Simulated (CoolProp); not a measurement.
Properties of 1-butene along the isotherm 525 K.

Computed with CoolProp (reference Helmholtz-energy equation of state, Lemmon 2005). It is a short technical equation, of lower accuracy than the large ones.

```json
[
 {"p (MPa)": "0.2", "phase": "gas", "density (kg/m³)": "2.592", "cp (kJ/(kg K))": "?", "Joule-Thomson coefficient (K/MPa)": "4.649", "isothermal compressibility (1/MPa)": "5.042", "fugacity coefficient": "0.9918"},
 {"p (MPa)": "0.401", "phase": "gas", "density (kg/m³)": "5.241", "cp (kJ/(kg K))": "2.405", "Joule-Thomson coefficient (K/MPa)": "4.688", "isothermal compressibility (1/MPa)": "2.536", "fugacity coefficient": "0.9836"},
 {"p (MPa)": "0.601", "phase": "gas", "density (kg/m³)": "7.923", "cp (kJ/(kg K))": "2.414", "Joule-Thomson coefficient (K/MPa)": "4.726", "isothermal compressibility (1/MPa)": "1.707", "fugacity coefficient": "0.9755"},
 {"p (MPa)": "0.801", "phase": "gas", "density (kg/m³)": "10.65", "cp (kJ/(kg K))": "2.423", "Joule-Thomson coefficient (K/MPa)": "?", "isothermal compressibility (1/MPa)": "?", "fugacity coefficient": "0.9674"},
 {"p (MPa)": "1", "phase": "gas", "density (kg/m³)": "?", "cp (kJ/(kg K))": "2.433", "Joule-Thomson coefficient (K/MPa)": "4.804", "isothermal compressibility (1/MPa)": "?", "fugacity coefficient": "0.9594"},
 {"p (MPa)": "1.2", "phase": "gas", "density (kg/m³)": "16.24", "cp (kJ/(kg K))": "2.443", "Joule-Thomson coefficient (K/MPa)": "4.843", "isothermal compressibility (1/MPa)": "0.8780", "fugacity coefficient": "0.9514"},
 {"p (MPa)": "1.4", "phase": "gas", "density (kg/m³)": "19.12", "cp (kJ/(kg K))": "2.454", "Joule-Thomson coefficient (K/MPa)": "4.882", "isothermal compressibility (1/MPa)": "0.7595", "fugacity coefficient": "0.9435"},
 {"p (MPa)": "1.6", "phase": "gas", "density (kg/m³)": "22.05", "cp (kJ/(kg K))": "2.465", "Joule-Thomson coefficient (K/MPa)": "4.921", "isothermal compressibility (1/MPa)": "0.6709", "fugacity coefficient": "0.9356"},
 {"p (MPa)": "1.8", "phase": "gas", "density (kg/m³)": "25.03", "cp (kJ/(kg K))": "2.476", "Joule-Thomson coefficient (K/MPa)": "?", "isothermal compressibility (1/MPa)": "0.6020", "fugacity coefficient": "0.9278"},
 {"p (MPa)": "2", "phase": "gas", "density (kg/m³)": "28.08", "cp (kJ/(kg K))": "2.488", "Joule-Thomson coefficient (K/MPa)": "4.996", "isothermal compressibility (1/MPa)": "0.5471", "fugacity coefficient": "0.9200"}
]
```

Q: Fill in the missing entries.

A: 
- 0.2, cp (kJ/(kg K)): 2.397
- 0.801, Joule-Thomson coefficient (K/MPa): 4.766
- 0.801, isothermal compressibility (1/MPa): 1.292
- 1, density (kg/m³): 13.41
- 1, isothermal compressibility (1/MPa): 1.044
- 1.8, Joule-Thomson coefficient (K/MPa): 4.959
